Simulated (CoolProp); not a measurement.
Vapour-liquid equilibrium of acetone (1) + n-decane (2) at 87.35 °C; x and y are mole fractions of (1).

Computed with CoolProp (multi-fluid Helmholtz-energy mixture model, Lemmon 2006 and Lemmon 2006; pair parameters Bell 2016).

```csv
x,"bubble pressure, mixture model (kPa)","bubble pressure, Raoult's law (kPa)","y, mixture model","y, Raoult's law"
0.05,30.88,18.65,0.822,0.712
0.125,68.79,38.14,0.923,0.870
0.2,103.2,57.63,0.951,0.921
0.275,132.0,77.13,0.964,0.947
0.35,154.4,96.62,0.970,0.962
0.425,171.3,116.1,0.975,0.972
0.5,184.0,135.6,0.977,0.979
0.575,194.3,155.1,0.980,0.985
0.65,203.5,174.6,0.982,0.989
0.725,212.9,194.1,0.984,0.992
0.8,223.8,213.6,0.987,0.995
0.875,236.9,233.1,0.991,0.997
0.95,253.0,252.6,0.996,0.999
```

The largest gap from Raoult's law is +80.4 % in bubble pressure, at x = 0.125. No azeotrope shows between x = 0.05 and 0.95.

The pair parameters rest on a limited set of measurements; away from them the model extrapolates. With so large a gap from Raoult's law the liquid may split in two, which this calculation doesn't test in full.
